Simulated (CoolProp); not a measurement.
The fluid at 249.81 K and 0.017 MPa is compressed adiabatically to 0.12 MPa with isentropic efficiency 0.8. The same conditions are run with several fluids, on thermodynamics alone (safety and materials aside).

Computed with CoolProp (reference Helmholtz-energy equation of state of each fluid (dimethyl ether: Wu 2011; methane: Setzmann 1991; R115: Lemmon 2016; sulfur hexafluoride: Guder 2009)).

Question: Rank dimethyl ether, methane, R115, sulfur hexafluoride by work (kJ/kg), highest first.

Answer: methane (400), dimethyl ether (125), sulfur hexafluoride (37.9), R115 (35.2)

```tsv
fluid	final temperature (K)	final density (kg/m³)
dimethyl ether	338.8	1.99
methane	421.1	0.550
R115	302.6	7.52
sulfur hexafluoride	310.5	6.87
```
